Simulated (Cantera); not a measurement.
Aluminium and copper etching: Al + Br2 + N2

A closed system holds: 1 mol Al, 0.48 mol Br2, 15 mol N2, held at 1.33 mbar.

Equilibrium computed with Cantera from the NASA thermochemical tables; the gas is ideal and each condensed phase is pure. Candidate condensed phases: Al, AlBr3, AlN, Br2; 10 gas species. The numbers say what is thermodynamically allowed, not how fast it happens.

From 200 °C to 1100 °C the condensed part is AlN(s). The main Al-bearing gas is Al2Br6 at 200 °C and AlBr3 at 1100 °C.

```tsv
T (°C)	log p N2	log p AlBr3	log p Al2Br6	log p Br	log p AlBr	log p Br2	n AlN(s)
200	-2.88	-5.01	-5.02	<-14	<-14	<-14	0.680
300	-2.88	-4.56	-6.29	-13.25	<-14	-14.43	0.680
400	-2.88	-4.55	-7.76	-11.30	<-14	-13.17	0.680
500	-2.88	-4.55	-8.85	-9.86	<-14	-12.24	0.680
600	-2.88	-4.55	-9.69	-8.74	-13.42	-11.52	0.680
700	-2.88	-4.55	-10.34	-7.85	-11.21	-10.94	0.680
800	-2.88	-4.55	-10.86	-7.13	-9.41	-10.47	0.680
900	-2.88	-4.55	-11.29	-6.52	-7.93	-10.08	0.681
1000	-2.88	-4.55	-11.65	-6.01	-6.68	-9.75	0.682
1100	-2.89	-4.57	-11.99	-5.58	-5.63	-9.48	0.672
```
log p: log10 of the partial pressure in bar; n: condensed amount in mol.
